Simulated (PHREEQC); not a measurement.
# Polishing slurry liquid

Consider water at 25 °C with 0.28 mol K2CO3 and 0.063 mol Al(NO3)3 per kg of water. Closed to the air; pH follows from the charge balance.

Computed with PHREEQC (ion-association model, phreeqc.dat).

This is a speciation only: nothing precipitates in the calculation.

### Question
Predict the pH.

### Answer
pH 8.89.

### Question
In which forms is C present?

### Answer
HCO3- 90 %, CO3-2 10 % of the C.

Examples of supersaturated solids here: Al(OH)3(a), Gibbsite (slow to form). Others may be too.
